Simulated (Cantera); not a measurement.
An adiabatic, constant-volume homogeneous reactor starts with 4.14 % CH4, 20.2 % O2, 75.7 % N2, equivalence ratio 0.41, at 1075 K and 2.86 atm.

Cantera simulation using GRI-Mech 3.0 (53 species, 325 reactions); the numbers are that mechanism's predictions, not measurements.

### Question
Predict: time of steepest temperature rise; temperature at 2.00 s; equilibrium temperature; x(O2) at 2.00 s; x(N2O) at 2.00 s; x(NO) at 2.00 s; x(CO2) at 2.00 s.

### Answer
| Property | Value |
|---|---|
| time of steepest temperature rise | 65.7 ms |
| temperature at 2.00 s | 2173 K |
| equilibrium temperature | 2173 K |
| x(O2) at 2.00 s | 0.114 (gas-phase equilibrium 0.114) |
| x(N2O) at 2.00 s | 1.13e-6 (gas-phase equilibrium 1.13e-6) |
| x(NO) at 2.00 s | 0.00859 (gas-phase equilibrium 0.00859) |
| x(CO2) at 2.00 s | 0.0411 (gas-phase equilibrium 0.0411) |
